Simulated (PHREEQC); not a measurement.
Consider water at 25 °C with 0.0019 mol/kgw Pb(NO3)2, 0.0013 mol/kgw ZnCl2 and 7.4e-05 mol/kgw NaCl. Closed to the air; pH follows from the charge balance.

Equilibrium calculation in PHREEQC: ion-association model, phreeqc.dat.

Precipitation was switched off in this run.

Problem. Order these Pb species by the share of Pb that they hold, largest first: Pb+2, PbOH+, PbNO3+, PbCl+.

Solution. Pb+2 (90 %), PbCl+ (6.1 %), PbNO3+ (3.3 %), PbOH+ (0.26 %)

The pH is 5.30 and the ionic strength 0.00930 mol/kgw. Species that the database lacks are ignored.
